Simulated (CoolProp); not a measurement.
Tetrahydrofuran along the isobar 2.95 MPa: density (kg/m³) from the reference equation and from simpler models built on Tc = 540.2 K, pc = 5.304 MPa, ω = 0.234; each cubic takes its own stable root.

Values from CoolProp's reference Helmholtz-energy equation of state, Fiedler 2023.

```
T (K)   phase  reference  Redlich-Kwong  Soave-Redlich-Kwong
-----  ------  ---------  -------------  -------------------
396.5  liquid          …          687.0                712.5
409.3  liquid          …          667.9                694.0
422    liquid      735.7              …                674.3
434.8  liquid      717.1          625.7                652.7
447.6  liquid          …              …                    …
460.3  liquid      676.2          575.6                602.9
473.1  liquid      652.5          545.7                573.2
485.9  liquid      625.3          510.3                538.2
511.4     gas      71.29          69.13                70.06
```

**Question.** Complete the blanks.

**Answer.** 
- 396.5, reference: 769.9
- 409.3, reference: 753.1
- 422, Redlich-Kwong: 647.7
- 447.6, reference: 697.4
- 447.6, Redlich-Kwong: 601.8
- 447.6, Soave-Redlich-Kwong: 629.0
